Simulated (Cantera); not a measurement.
A Cantera script and its output.

```python
import numpy as np
import cantera as ct

gas = ct.Solution("h2o2.yaml")
gas.TPX = 450, 210000, {'H2': 1, 'O2': 0.238, 'N2': 0.895, 'H2O': 0.021}
flame = ct.FreeFlame(gas, width=0.024)
flame.set_refine_criteria(ratio=3, slope=0.08, curve=0.16)
flame.transport_model = "mixture-averaged"
flame.solve(loglevel=0, auto=True)
z, T = flame.grid, flame.T
thick = (T[-1] - T[0]) / np.gradient(T, z).max()
show = ['H2', 'O2', 'OH', 'O', 'HO2', 'H2O2']
print(f"laminar burning velocity  {flame.velocity[0] * 100:.3f} cm/s")
print(f"burnt temperature         {T[-1]:.1f} K")
print(f"thermal thickness         {thick * 1e3:.4f} mm")
print(f"grid points               {len(z)}")
z0 = z[flame.heat_release_rate.argmax()]
print(f"{'z/mm':>9s}{'T/K':>9s}{'u/(m/s)':>9s}" + "".join(f"{s:>11s}" for s in show))
rows = []
for k in (-3, -2, -1.5, -1, -0.5, -0.25, 0, 0.25, 0.5, 1, 2, 4, 8):
    zz = z0 + k * thick
    rows.append([k * thick, np.interp(zz, z, T), np.interp(zz, z, flame.velocity),
                 *(np.interp(zz, z, flame.X[gas.species_index(s)]) for s in show)])
    print(f"{rows[-1][0] * 1e3:9.3f}{rows[-1][1]:9.1f}{rows[-1][2]:9.3f}" + "".join(f"{x:11.3e}" for x in rows[-1][3:]))
```

Result:

```
laminar burning velocity  552.190 cm/s
burnt temperature         2116.2 K
thermal thickness         0.1505 mm
grid points               117
     z/mm      T/K  u/(m/s)         H2         O2         OH          O        HO2       H2O2
   -0.451    450.0    5.522  4.643e-01  1.105e-01  2.499e-15  2.277e-13  2.332e-12  4.957e-14
   -0.301    450.0    5.522  4.642e-01  1.105e-01  3.329e-13  3.031e-11  4.284e-10  1.000e-11
   -0.226    450.0    5.522  4.642e-01  1.105e-01  3.211e-12  2.901e-10  4.881e-09  1.176e-10
   -0.150    450.3    5.524  4.641e-01  1.105e-01  3.187e-10  1.286e-08  4.068e-07  1.026e-08
   -0.075    487.8    5.922  4.571e-01  1.112e-01  4.007e-05  6.170e-06  3.277e-04  1.346e-05
   -0.038    765.4    9.016  4.232e-01  1.045e-01  8.163e-04  1.943e-04  4.162e-04  5.483e-05
    0.000   1168.7   13.389  3.537e-01  7.725e-02  1.405e-03  1.490e-03  1.662e-04  1.095e-05
    0.038   1457.3   16.544  2.813e-01  3.463e-02  2.770e-03  2.460e-03  6.541e-05  1.967e-06
    0.075   1604.1   18.145  2.466e-01  1.063e-02  3.223e-03  1.579e-03  1.933e-05  9.906e-07
    0.150   1725.2   19.400  2.380e-01  1.177e-03  3.348e-03  7.208e-04  2.061e-06  5.228e-07
    0.301   1831.8   20.450  2.450e-01  2.185e-04  3.212e-03  4.500e-04  4.352e-07  2.915e-07
    0.602   1927.4   21.366  2.530e-01  1.119e-04  2.715e-03  2.520e-04  2.403e-07  1.499e-07
    1.204   2004.1   22.083  2.596e-01  5.127e-05  2.024e-03  1.171e-04  1.210e-07  7.139e-08
```

Cantera simulation using the H2/O2 subset of GRI-Mech 3.0, which has no nitrogen chemistry; the numbers are that mechanism's predictions, not measurements. The hydrogen kinetics of GRI-Mech 3.0 are dated; newer H2 mechanisms differ, most at raised pressure. Burning velocities carry a grid error of a few per cent, more on coarse grids.
